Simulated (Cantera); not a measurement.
A perfectly stirred reactor is fed with CO : H2 : CH4 : O2 : N2 = 1 : 0.38 : 0.57 : 3.33 : 33.3 (molar parts), at 150000 Pa; it is adiabatic with a 725 K inlet, and is followed from long to short residence time, starting on the burning branch (τ in s: 0.15, 0.039, 0.01, 0.0026, 0.00068, 0.00018, 4.6e-05, 1.2e-05, 3.1e-06).

Detailed kinetics in Cantera: GRI-Mech 3.0 (53 species, 325 reactions).

Task: What does this change do: CH4 0.57 to 0.84 parts?

Result: 
```json
[
 {"quantity": "blow-out, bracketed by the residence times tried", "before": "burning at 2.60 ms, out at 0.680 ms", "after": "burning at 0.680 ms, out at 0.180 ms"},
 {"quantity": "x(CO) at τ = 0.150 s", "before": "0.000462", "after": "0.000370"},
 {"quantity": "x(H2) at τ = 0.150 s", "before": "3.68e-5", "after": "6.62e-5"},
 {"quantity": "x(CH4) at τ = 0.150 s", "before": "1.40e-5", "after": "8.72e-6"},
 {"quantity": "x(N2O) at τ = 0.150 s", "before": "1.31e-6", "after": "8.92e-7"},
 {"quantity": "x(NO2) at τ = 0.150 s", "before": "1.88e-8", "after": "1.81e-8"},
 {"quantity": "x(CO) at τ = 0.680 ms", "before": "0.0259", "after": "0.0159"},
 {"quantity": "x(H2) at τ = 0.680 ms", "before": "0.00985", "after": "0.00197"},
 {"quantity": "x(CH4) at τ = 0.680 ms", "before": "0.0148", "after": "0.000614"},
 {"quantity": "x(N2O) at τ = 0.680 ms", "before": "<1e-12", "after": "2.48e-7"},
 {"quantity": "x(NO2) at τ = 0.680 ms", "before": "<1e-12", "after": "1.87e-9"}
]
```

Task: What does this change do: inlet temperature 725 to 373 K?

Result: 
```csv
quantity,before,after
"blow-out, bracketed by the residence times tried","burning at 2.60 ms, out at 0.680 ms",not reached
x(CO) at τ = 0.150 s,0.000462,0.0259
x(H2) at τ = 0.150 s,3.68e-5,0.00985
x(CH4) at τ = 0.150 s,1.40e-5,0.0148
x(N2O) at τ = 0.150 s,1.31e-6,<1e-12
x(NO2) at τ = 0.150 s,1.88e-8,<1e-12
x(CO) at τ = 0.680 ms,0.0259,0.0259
x(H2) at τ = 0.680 ms,0.00985,0.00985
x(CH4) at τ = 0.680 ms,0.0148,0.0148
x(N2O) at τ = 0.680 ms,<1e-12,<1e-12
x(NO2) at τ = 0.680 ms,<1e-12,<1e-12
state,not reached,not burning at any residence time tried
```
